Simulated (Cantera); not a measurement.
Equilibrium for silicon carbide growth: Si(CH3)4 + H2

Input: 1 mol Si(CH3)4, 23 mol H2, at 0.0100 bar.

Method: chemical equilibrium by Gibbs-energy minimisation in Cantera with the NASA 1993 tables (ideal gas, pure condensed phases). Candidate condensed phases: C, C6H6, C7H8, C8H18, Si, SiC; 87 gas species. Gases not in the tables: Si2H6 and higher silanes. Kinetics and transport are ignored.

```
T (K)   x H2      x H      x Si  x C2H2 (acetylene)    x SiC2    x Si2C     x SiH     x C2H  n C(graphite)  n SiC(s)
-----  -----  -------  --------  ------------------  --------  --------  --------  --------  -------------  --------
1700   0.998  0.00147   1.01e-6             7.33e-5   7.90e-9   6.07e-9   1.56e-7  6.04e-10           3.00     1.000
1775   0.997  0.00289   4.71e-6            0.000142   5.92e-8   4.37e-8   5.77e-7   3.24e-9           2.99     1.000
1850   0.994  0.00537   1.94e-5            0.000260   3.76e-7   2.67e-7   1.92e-6   1.51e-8           2.99     0.999
1925   0.990  0.00951   7.15e-5            0.000453   2.06e-6   1.41e-6   5.79e-6   6.25e-8           2.98     0.998
2000   0.983   0.0161  0.000239            0.000755   9.88e-6   6.54e-6   1.61e-5   2.32e-7           2.96     0.992
2075   0.972   0.0263  0.000730             0.00121   4.23e-5   2.71e-5   4.12e-5   7.80e-7           2.95     0.974
2150   0.954   0.0412   0.00206             0.00185  0.000163  0.000101   9.84e-5   2.40e-6           2.95     0.924
2225   0.928   0.0624   0.00542             0.00272  0.000572  0.000346  0.000220   6.79e-6           3.00     0.790
2300   0.888   0.0912    0.0134             0.00384   0.00185   0.00109  0.000463   1.78e-5           3.17     0.443
2375   0.836    0.129    0.0229             0.00519   0.00406   0.00171  0.000675   4.35e-5           3.35         0
2450   0.785    0.178    0.0227             0.00685   0.00509  0.000941  0.000575  0.000100           3.17         0
```
x: gas mole fraction; n: condensed amount in mol.

From 1700 K to 2300 K the condensed part is C(graphite) + SiC(s). From 2375 K to 2450 K the condensed part is C(graphite). The main Si-bearing gas is Si throughout.
